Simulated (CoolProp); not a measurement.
Vapour-liquid equilibrium of propane (1) + isohexane (2) at 284 K; x and y are mole fractions of (1).

Model: multi-fluid Helmholtz-energy mixture model, Lemmon 2009 and Lemmon 2006; pair parameters Bell 2016, in CoolProp.

Q: Give the bubble pressure and the first vapour's composition at x = 0.125, 0.5, 0.725. Is there an azeotrope?

A: x = 0.125: 0.09302 MPa, y = 0.850; x = 0.5: 0.3245 MPa, y = 0.971; x = 0.725: 0.4652 MPa, y = 0.987. No azeotrope shows between x = 0.05 and 0.95.

The pair parameters rest on a limited set of measurements; away from them the model extrapolates.
